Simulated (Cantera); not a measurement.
A closed system holds: 1 mol Si, 0.7 mol CO2, 14 mol H2, held at 4000 Pa.

Equilibrium computed with Cantera from the NASA thermochemical tables; the gas is ideal and each condensed phase is pure. Candidate condensed phases: C, C6H6, C7H8, C8H18, H2O, Si, SiC, SiO2; 123 gas species. Mutual solubility and eutectic melting of coexisting phases are not modelled. The tables hold silica as quartz up to 1696 K and as liquid above; real silica turns to tridymite and cristobalite and melts near 1996 K. Equilibrium is a limit: real reactors are often held back by kinetics, nucleation or transport. All values below are at 1275 K.

Base state: H2 0.992, CO 0.00807, CH4 0.000365 (mole fractions); condensed: C(graphite) + SiC(s) + SiO2(β-quartz).

What changes in the equilibrium state with this change: pressure from 4000 Pa to 0.240 Pa?


| species | before | after |
|---|---|---|
| H2 | 0.992 | 0.909 |
| SiO | 5.20e-6 | 0.0552 |
| CO | 0.00807 | 0.0357 |
| CH4 | 0.000365 | <1e-9 |
| H | 3.67e-6 | 0.000454 |
| C(graphite), mol | 0.224 | 0 |
| SiC(s), mol | 0.357 | 0.150 |
| SiO2(β-quartz), mol | 0.643 | 0 |
